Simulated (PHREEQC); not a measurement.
NaF is added in steps, without added water, to 1 kg of water holding 1.2 mmol/kgw CdCl2, 2.9 mmol/kgw CaCl2, 190 mmol/kgw NaHCO3 and 0.68 mmol/kgw NaCl, at 4.2 °C. Oxygen is held at 0.21 atm. The system is closed to CO2. The run lets Calcite, Fluorite, Halite, Cd(OH)2, Otavite precipitate or redissolve, and no other solid.

Base run: PHREEQC, ion-association model, phreeqc.dat. Each further column changes one thing. The table gives pH.

```csv
NaF added (mol),base,diluted 5-fold with water,NaCl from 0.00068 to 0.000748 mol/kgw,diluted 10-fold with water
0,7.90,8.04,7.90,8.13
0.01812,8.12,8.23,8.12,8.26
0.04531,8.11,8.20,8.11,8.22
0.06344,8.10,8.19,8.10,8.20
0.09062,8.09,8.16,8.09,8.18
0.1087,8.08,8.15,8.08,8.17
0.1359,8.07,8.14,8.07,8.15
0.1541,8.06,8.13,8.06,8.14
0.1812,8.05,8.11,8.05,8.12
0.1994,8.05,8.10,8.05,8.11
0.2266,8.04,8.09,8.04,8.10
0.2447,8.04,8.09,8.04,8.09
0.2719,8.03,8.08,8.03,8.08
0.29,8.02,8.07,8.02,8.08
```

Constants without temperature data keep their 25 °C values here. The database's cadmium carbonate complexes are estimates of doubtful size.
